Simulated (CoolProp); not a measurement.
The numbers come from the reference Helmholtz-energy equation of state, Lemmon 2006 in CoolProp. It is a short technical equation, of lower accuracy than the large ones.

Question: For R142b, give the phase and the cv (kJ/(kg K)), speed of sound (m/s), viscosity (µPa s), fugacity coefficient at 427.4 K and 1.81 MPa; 455.8 K and 1.81 MPa; 470 K and 1.81 MPa.

Answer: 
- 427.4 K and 1.81 MPa: gas; cv 0.981, speed of sound 172, viscosity 15.5, fugacity coefficient 0.869
- 455.8 K and 1.81 MPa: gas; cv 1.01, speed of sound 183, viscosity 16.3, fugacity coefficient 0.895
- 470 K and 1.81 MPa: gas; cv 1.02, speed of sound 188, viscosity 16.8, fugacity coefficient 0.905

Viscosity comes from a separate model (Huber 2003), an estimate that may be off by 10 % or more.
